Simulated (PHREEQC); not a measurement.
Consider water at 55 °C with 2.8 mmol/kgw TMAH and 0.034 mmol/kgw K3PO4. Closed to the air; pH follows from the charge balance.

Model: ion-association model, phreeqc.dat, run in PHREEQC.

No solid was allowed to form.

Task: Predict the pH.

Result: pH 10.56.

Task: In which forms is P present?

Result: HPO4-2 96 %, PO4-3 3.7 % of the P.

Species that the database lacks are ignored. (CH3)4N+ isn't in the database: it is added as a free cation with an ion size of 4 Å. Constants without temperature data keep their 25 °C values here.
